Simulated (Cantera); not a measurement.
Feed: 1 mol Fe, 2.9 mol H₂O, 0.071 mol O₂, held at 1148.15 K and 13300 Pa.

Method: chemical equilibrium by Gibbs-energy minimisation in Cantera with the NASA 1993 tables (ideal gas, pure condensed phases). Candidate condensed phases: Fe, FeO, Fe(OH)₂, Fe(OH)₃, Fe₂O₃, Fe₃O₄, H₂O; 12 gas species. The tables' stoichiometric FeO is somewhat more stable than real wüstite, so its field is too wide. FeO: taken at fixed stoichiometry. Rates play no part.

Base state: H₂O 0.704, H₂ 0.296 (mole fractions); condensed: FeO(s).

Problem. What changes in the equilibrium state with this change: O₂ from 0.071 to 1.1 mol?

Solution. 
```
species        before    after
-------------  ------  -------
H₂O             0.704    0.892
O₂              <1e-9    0.108
H₂              0.296  3.07e-8
FeO(s), mol      1.00        0
Fe₂O₃(s), mol       0    0.500
```
